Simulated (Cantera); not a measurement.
Cantera run:

```python
import numpy as np
import cantera as ct

gas_names = """
    CL CL2 H HCL H2 Si SiCL SiCL2 SiCL3 SiCL4 SiH SiHCL3 SiH2 SiH2CL2 SiH3 SiH3CL SiH4 Si2 Si3
""".split()
cond_names = """
    Si(cr) Si(L)
""".split()


# ... load() reads the species with a 1 bar reference pressure and builds the phases ...
atoms = {
    'SiCl4': {'Si': 1, 'CL': 4},
    'HCl': {'H': 1, 'CL': 1},
    'H2': {'H': 2},
}
top_T = {}  # K; cautious upper limits of use, not melting points


# ... equilibrate(T, P, feed) seeds the gas with the atoms and calls Mixture.equilibrate('TP', solver="vcs", rtol=1e-11, max_steps=5000) ...
results = []
feed = {'SiCl4': 1, 'HCl': 1.5, 'H2': 3.9}  # mol
T = 573  # K
P = 13332.2  # Pa
mix = equilibrate(T, P, feed)
results.append((T, P, feed, dict(zip(mix.species_names, mix.species_moles))))
print(gas.report(threshold=1e-06))
for i in range(1, mix.n_phases):
    print(f"{mix.phase(i).name:16s} {mix.phase_moles(i):12.5e} mol")
```

It prints:

```
       temperature   573 K
          pressure   13332 Pa
           density   0.10163 kg/m^3
  mean mol. weight   36.318 kg/kmol
   phase of matter   gas

                          1 kg             1 kmol
                     ---------------   ---------------
          enthalpy        -3.145e+06       -1.1422e+08  J
   internal energy       -3.2762e+06       -1.1899e+08  J
           entropy            6213.2        2.2565e+05  J/K
    Gibbs function       -6.7052e+06       -2.4352e+08  J
 heat capacity c_p            1120.8             40707  J/K
 heat capacity c_v            891.91             32392  J/K

                      mass frac. Y      mole frac. X     chem. pot. / RT
                     ---------------   ---------------   ---------------
               HCL           0.23529           0.23438            -45.93
                H2          0.033826           0.60937           -18.836
             SiCL4           0.73087           0.15624           -184.78
            SiHCL3        2.1373e-05        5.7309e-06           -157.68
     [  +15 minor]        1.1246e-10        3.2778e-11

Si(cr)            0.00000e+00 mol
```

Method: chemical equilibrium by Gibbs-energy minimisation in Cantera with the NASA 1993 tables (ideal gas, pure condensed phases).
